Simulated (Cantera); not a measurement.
A Cantera script and what it prints.

```python
import numpy as np
import cantera as ct

gas_names = """
    H HNO HNO2 HNO3 HO2 H2 H2O H2O2 H2S H2SO4 N NH NH2 NH3 NH2OH NO NO2 NO3 N2 N2H2 N2H4 N2O O OH O2 O3
    S SH SN SO SO2 SO3 S2 S2O S8
""".split()
cond_names = """
    H2O(s) H2O(L) H2SO4(L) S(cr1) S(cr2) S(L)
""".split()


# ... load() reads the species with a 1 bar reference pressure and builds the phases ...
atoms = {
    'NH3': {'N': 1, 'H': 3},
    'SO2': {'S': 1, 'O': 2},
    'O2': {'O': 2},
}
top_T = {}  # K; cautious upper limits of use, not melting points


# ... equilibrate(T, P, feed) seeds the gas with the atoms and calls Mixture.equilibrate('TP', solver="vcs", rtol=1e-11, max_steps=5000) ...
results = []
feed = {'NH3': 1, 'SO2': 0.83, 'O2': 0.02}  # mol
T = 2850  # K
P = 1333.22  # Pa
mix = equilibrate(T, P, feed)
results.append((T, P, feed, dict(zip(mix.species_names, mix.species_moles))))
x = sorted(zip(gas.X, gas.species_names), reverse=True)
print(f"T = {T:g} K  P = {P:g} Pa  gas = {mix.phase_moles(0):.4g} mol")
print("   x: " + "  ".join(f"{s} {v:.3e}" for v, s in x if v > 0.001))
print("   condensed (mol): " + ("  ".join(f"{mix.phase(i).name} {mix.phase_moles(i):.4g}"
      for i in range(1, mix.n_phases) if mix.phase_moles(i) > 1e-12) or "none"))
```

It prints:

```
T = 2850 K  P = 1333.22 Pa  gas = 3.863 mol
   x: H 3.069e-01  H2 1.328e-01  N2 1.272e-01  SO 1.074e-01  H2O 7.475e-02  O 7.328e-02  S 5.253e-02  OH 5.077e-02  SO2 4.819e-02  O2 1.649e-02  NO 4.436e-03  SH 3.698e-03  S2 1.448e-03
   condensed (mol): none
```

Method: chemical equilibrium by Gibbs-energy minimisation in Cantera with the NASA 1993 tables (ideal gas, pure condensed phases).
